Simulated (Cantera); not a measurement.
A closed system holds: 1 mol Si3N4, 2 mol H2, 62 mol N2, held at 1475 K and 9.00 Torr.

Equilibrium computed with Cantera from the NASA thermochemical tables; the gas is ideal and each condensed phase is pure. Candidate condensed phases: Si, Si3N4; 18 gas species. The numbers say what is thermodynamically allowed, not how fast it happens.

Base state: N2 0.969, H2 0.0312, H 2.09e-5 (mole fractions); condensed: Si3N4(s).

Q: What changes in the equilibrium state with this change: Si3N4 replaced by BN?

A: 
```json
[
 {"species": "N2", "before": "0.969", "after": "0.969"},
 {"species": "H2", "before": "0.0312", "after": "0.0312"},
 {"species": "H", "before": "2.09e-5", "after": "2.09e-5"},
 {"species": "Si3N4(s), mol", "before": "1.00", "after": "0"},
 {"species": "BN(s), mol", "before": "0", "after": "1.00"}
]
```
Further candidate phases: B, BN.

Q: What changes in the equilibrium state with this change: temperature from 1475 K to 1900 K?

A: 
```json
[
 {"species": "N2", "before": "0.969", "after": "0.968"},
 {"species": "H2", "before": "0.0312", "after": "0.0296"},
 {"species": "H", "before": "2.09e-5", "after": "0.00125"},
 {"species": "Si", "before": "8.76e-9", "after": "0.00105"},
 {"species": "Si2N", "before": "<1e-9", "after": "5.49e-5"},
 {"species": "SiN", "before": "1.35e-9", "after": "3.79e-5"},
 {"species": "SiH", "before": "<1e-9", "after": "1.72e-5"},
 {"species": "Si3N4(s), mol", "before": "1.00", "after": "0"},
 {"species": "Si(l), mol", "before": "0", "after": "2.92"}
]
```
The tables' values for SiN are old estimates; treat these amounts as uncertain.
